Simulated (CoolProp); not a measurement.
Model: reference Helmholtz-energy equation of state, McLinden 2020, in CoolProp.

Q: Give the vapour pressure (MPa), liquid density (kg/m³), vapour density (kg/m³), enthalpy of vaporisation (kJ/kg) of saturated R1336mzz(Z) at 219.5, 255.8, 292 K.

A: 
| T (K) | p (MPa) | liquid density (kg/m³) | vapour density (kg/m³) | enthalpy of vaporisation (kJ/kg) |
|---|---|---|---|---|
| 219.5 | 0.000821 | 1550 | 0.0739 | 202 |
| 255.8 | 0.00995 | 1470 | 0.775 | 187 |
| 292 | 0.0575 | 1380 | 4.02 | 171 |
